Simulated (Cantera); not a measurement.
What does this Cantera script print?

```python
import numpy as np
import cantera as ct

gas = ct.Solution("gri30.yaml")
gas.TPX = 1548, 66000, {'C3H8': 1, 'H2': 4.9}
reactor = ct.IdealGasConstPressureReactor(gas, energy="off", clone=False)
net = ct.ReactorNet([reactor])
net.rtol, net.atol = 1e-08, 1e-18
show = ['C3H8', 'H2', 'C2H2', 'CH3', 'CH2']
times = np.geomspace(2e-05, 100, 10)

steps = ct.SolutionArray(gas, extra=["t"])
rows = []
print(f"{'t/s':>10s}{'T/K':>9s}{'P/Pa':>11s}" + "".join(f"{s:>11s}" for s in show))
for t in times:
    while net.time < t:
        t_next = net.step()
        steps.append(gas.state, t=t_next)
    rows.append([np.interp(t, steps.t, y) for y in (steps.T, steps.P, *steps(*show).X.T)])
    print(f"{t:10.3e}{rows[-1][0]:9.1f}{rows[-1][1]:11.4g}" + "".join(f"{x:11.3e}" for x in rows[-1][2:]))
rate = np.gradient(steps.T, steps.t)
print("integrator steps:", len(steps.t))
if steps.T.max() > steps.T[0] + 200:
    print(f"time of steepest temperature rise: {steps.t[rate.argmax()]:.4e} s")
gas.TPX = 1548, 66000, {'C3H8': 1, 'H2': 4.9}
gas.equilibrate("TP")
print(f"equilibrium (TP): T = {gas.T:.1f} K  " + "  ".join(f"{s} {gas[s].X[0]:.3e}" for s in show))
```

It prints:

```
       t/s      T/K       P/Pa       C3H8         H2       C2H2        CH3        CH2
 2.000e-05   1548.0    6.6e+04  7.835e-02  7.705e-01  1.155e-03  5.949e-03  2.437e-06
 1.110e-04   1548.0    6.6e+04  2.233e-03  7.214e-01  1.732e-02  1.044e-03  2.476e-07
 6.162e-04   1548.0    6.6e+04  3.480e-06  7.260e-01  4.047e-02  2.089e-04  1.434e-08
 3.420e-03   1548.0    6.6e+04  3.497e-07  7.355e-01  7.584e-02  1.231e-04  5.296e-09
 1.898e-02   1548.0    6.6e+04  6.976e-08  7.469e-01  1.160e-01  1.001e-04  3.496e-09
 1.054e-01   1548.0    6.6e+04  5.108e-08  7.519e-01  1.210e-01  9.426e-05  3.264e-09
 5.848e-01   1548.0    6.6e+04  4.552e-08  7.651e-01  1.271e-01  8.168e-05  2.986e-09
 3.246e+00   1548.0    6.6e+04  4.183e-08  7.736e-01  1.310e-01  7.339e-05  2.799e-09
 1.802e+01   1548.0    6.6e+04  4.181e-08  7.736e-01  1.310e-01  7.334e-05  2.798e-09
 1.000e+02   1548.0    6.6e+04  4.181e-08  7.736e-01  1.310e-01  7.334e-05  2.798e-09
integrator steps: 1217
equilibrium (TP): T = 1548.0 K  C3H8 4.181e-08  H2 7.736e-01  C2H2 1.310e-01  CH3 7.334e-05  CH2 2.798e-09
```

Model: GRI-Mech 3.0 (53 species, 325 reactions), integrated in Cantera. GRI-Mech 3.0 was tuned for natural gas; its chemistry of propane as a main component is partial and can be far from experiment. GRI-Mech 3.0 stops at C3 and has no aromatics, soot or wall deposition, so with more carbon than oxygen in the feed, carbon stays in small species such as C2H2 where larger ones or solid carbon would form.
